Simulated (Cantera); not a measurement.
Silicon etching in halogen gases: Si + HCl

Feed: 1 mol Si, a varied amount of HCl, equilibrated at 773.15 K and 200 Pa.

Equilibrium computed with Cantera from the NASA thermochemical tables; the gas is ideal and each condensed phase is pure. Candidate condensed phases: Si; 19 gas species. The tables' values for SiCl₃ are old estimates; treat these amounts as uncertain. Equilibrium is a limit: real reactors are often held back by kinetics, nucleation or transport.

From 1.5 mol HCl to 3.1 mol HCl the condensed part is Si(s). From 4 mol HCl to 18 mol HCl nothing is condensed. The main Si-bearing gas is SiCl₄ throughout.

| n(HCl) (mol) | log p HCl | log p H₂ | log p SiCl₄ | log p SiHCl₃ | log p SiCl₃ | n Si(s) |
|---|---|---|---|---|---|---|
| 1.5 | -5.00 | -2.88 | -3.20 | -4.29 | -6.25 | 0.619 |
| 1.9 | -5.00 | -2.88 | -3.20 | -4.29 | -6.25 | 0.517 |
| 2.4 | -5.00 | -2.88 | -3.20 | -4.29 | -6.25 | 0.390 |
| 3.1 | -5.00 | -2.88 | -3.20 | -4.29 | -6.25 | 0.213 |
| 4 | -4.63 | -2.88 | -3.19 | -4.64 | -6.60 | 0 |
| 5.2 | -3.24 | -3.02 | -3.32 | -6.30 | -8.19 | 0 |
| 6.6 | -3.03 | -3.15 | -3.45 | -6.76 | -8.59 | 0 |
| 8.5 | -2.92 | -3.27 | -3.57 | -7.13 | -8.89 | 0 |
| 11 | -2.85 | -3.40 | -3.70 | -7.44 | -9.15 | 0 |
| 14 | -2.81 | -3.51 | -3.81 | -7.71 | -9.36 | 0 |
| 18 | -2.78 | -3.63 | -3.93 | -7.97 | -9.56 | 0 |
log p: log10 of the partial pressure in bar; n: condensed amount in mol.
